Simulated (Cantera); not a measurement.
A Cantera script and what it prints.

```python
import numpy as np
import cantera as ct

gas_names = [...]  # 60 gases of nasa_gas.yaml made of H, N, O, S
cond_names = """
    H2O(s) H2O(L) H2SO4(L) S(cr1) S(cr2) S(L)
""".split()


# ... load() reads the species with a 1 bar reference pressure and builds the phases ...
atoms = {
    'NH3': {'N': 1, 'H': 3},
    'H2O': {'H': 2, 'O': 1},
    'H2': {'H': 2},
    'SO2': {'S': 1, 'O': 2},
}
top_T = {}  # K; cautious upper limits of use, not melting points


# ... equilibrate(T, P, feed) seeds the gas with the atoms and calls Mixture.equilibrate('TP', solver="vcs", rtol=1e-11, max_steps=5000) ...
results = []
feed = {'NH3': 1, 'H2O': 0.37, 'H2': 0.13, 'SO2': 0.015}  # mol
P = 670000  # Pa
for T in [2000, 2250, 2500, 2750, 3000, 3250, 3500, 3750, 4000, 4250, 4500, 4750, 5000]:
    mix = equilibrate(T, P, feed)
    results.append((T, P, feed, dict(zip(mix.species_names, mix.species_moles))))

top = {s: max(r[3][s] / sum(r[3][g] for g in gas_names) for r in results) for s in gas_names}
cols = sorted((s for s in top if top[s] > 0.001), key=lambda s: -top[s])[:8]
seen = [c for c in cond_names if any(r[3].get(c, 0) > 1e-12 for r in results)]
print("log10 of partial pressures in bar; condensed amounts in mol")
print(f"{'T/K':>10s}" + "".join(f"{s[:9]:>10s}" for s in cols + seen))
for T, P, feed, n in results:
    ng = sum(n[g] for g in gas_names)
    print(f"{T:10.4g}" + "".join(f"{np.log10(max(n[s] / ng * P / 1e5, 1e-99)):10.3f}" for s in cols)
          + "".join(f"{n.get(c, 0):10.4g}" for c in seen))
```

It prints:

```
log10 of partial pressures in bar; condensed amounts in mol
       T/K         H        H2        N2       H2O         O        OH       H2S        NO
      2000    -2.475     0.628     0.127     0.030    -7.312    -4.073    -1.427    -5.800
      2250    -1.816     0.627     0.126     0.029    -5.841    -3.237    -1.489    -4.805
      2500    -1.287     0.625     0.125     0.026    -4.663    -2.570    -1.607    -4.010
      2750    -0.856     0.618     0.121     0.018    -3.699    -2.027    -1.786    -3.361
      3000    -0.500     0.603     0.114     0.002    -2.896    -1.580    -2.017    -2.824
      3250    -0.205     0.577     0.101    -0.032    -2.222    -1.215    -2.285    -2.378
      3500     0.038     0.533     0.080    -0.096    -1.658    -0.928    -2.575    -2.016
      3750     0.235     0.468     0.049    -0.212    -1.202    -0.726    -2.878    -1.742
      4000     0.391     0.377     0.008    -0.403    -0.858    -0.622    -3.190    -1.564
      4250     0.508     0.255    -0.038    -0.680    -0.622    -0.618    -3.512    -1.480
      4500     0.591     0.103    -0.080    -1.033    -0.475    -0.700    -3.849    -1.469
      4750     0.645    -0.071    -0.115    -1.435    -0.391    -0.841    -4.197    -1.506
      5000     0.679    -0.258    -0.141    -1.856    -0.344    -1.011    -4.547    -1.565
```

These are equilibrium values from Cantera (NASA tables, ideal gas, pure condensed phases), not measurements of a reactor.
